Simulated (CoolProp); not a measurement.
Vapour-liquid equilibrium of ethanol (1) + p-xylene (2) at 67.1 kPa; x and y are mole fractions of (1).

Values from CoolProp's multi-fluid Helmholtz-energy mixture model, Schroeder 2014 and Zhou 2012; pair parameters Bell 2016.

```json
[
 {"x": "0.05", "bubble temperature, mixture model (K)": "365.9", "bubble temperature, Raoult's law (K)": "387.9", "y, mixture model": "0.636", "y, Raoult's law": "0.271"},
 {"x": "0.125", "bubble temperature, mixture model (K)": "352.2", "bubble temperature, Raoult's law (K)": "378.5", "y, mixture model": "0.789", "y, Raoult's law": "0.500"},
 {"x": "0.2", "bubble temperature, mixture model (K)": "347.9", "bubble temperature, Raoult's law (K)": "371.7", "y, mixture model": "0.827", "y, Raoult's law": "0.636"},
 {"x": "0.275", "bubble temperature, mixture model (K)": "346.4", "bubble temperature, Raoult's law (K)": "366.4", "y, mixture model": "0.840", "y, Raoult's law": "0.725"},
 {"x": "0.35", "bubble temperature, mixture model (K)": "345.9", "bubble temperature, Raoult's law (K)": "362.1", "y, mixture model": "0.845", "y, Raoult's law": "0.789"},
 {"x": "0.425", "bubble temperature, mixture model (K)": "345.7", "bubble temperature, Raoult's law (K)": "358.4", "y, mixture model": "0.847", "y, Raoult's law": "0.836"},
 {"x": "0.5", "bubble temperature, mixture model (K)": "345.5", "bubble temperature, Raoult's law (K)": "355.3", "y, mixture model": "0.850", "y, Raoult's law": "0.874"},
 {"x": "0.575", "bubble temperature, mixture model (K)": "345.2", "bubble temperature, Raoult's law (K)": "352.6", "y, mixture model": "0.855", "y, Raoult's law": "0.903"},
 {"x": "0.65", "bubble temperature, mixture model (K)": "344.7", "bubble temperature, Raoult's law (K)": "350.1", "y, mixture model": "0.864", "y, Raoult's law": "0.927"},
 {"x": "0.725", "bubble temperature, mixture model (K)": "344.1", "bubble temperature, Raoult's law (K)": "348.0", "y, mixture model": "0.878", "y, Raoult's law": "0.948"},
 {"x": "0.8", "bubble temperature, mixture model (K)": "343.4", "bubble temperature, Raoult's law (K)": "346.0", "y, mixture model": "0.900", "y, Raoult's law": "0.965"},
 {"x": "0.875", "bubble temperature, mixture model (K)": "342.6", "bubble temperature, Raoult's law (K)": "344.2", "y, mixture model": "0.930", "y, Raoult's law": "0.980"},
 {"x": "0.95", "bubble temperature, mixture model (K)": "341.9", "bubble temperature, Raoult's law (K)": "342.5", "y, mixture model": "0.969", "y, Raoult's law": "0.992"}
]
```

The largest gap from Raoult's law is -26.3 K in bubble temperature, at x = 0.125. No azeotrope shows between x = 0.05 and 0.95.

Pair parameters are fitted to limited data, so mixtures are less certain than the pure fluids. With so large a gap from Raoult's law the liquid may split in two, which this calculation doesn't test in full.
